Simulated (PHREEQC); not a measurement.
Make-up at 40 °C: 0.27 mmol/kgw PbCl2 and 170 mmol/kgw Na2SO4. Closed to the air; pH follows from the charge balance.

The numbers come from PHREEQC with the ion-association model, phreeqc.dat.

Precipitation was switched off in this run.

Q: Predict the pH, ionic strength, activity of water.

A: pH 6.64; ionic strength 0.421 mol/kgw; activity of water 0.992.

Q: In which forms is S present?

A: SO4-2 74 %, NaSO4- 26 % of the S.

The solution is supersaturated, for example in Anglesite, Pb(OH)2, so a real one may precipitate; this is no full list. Away from 25 °C the constants follow the database's enthalpies or fits; those with neither stay at their 25 °C values.
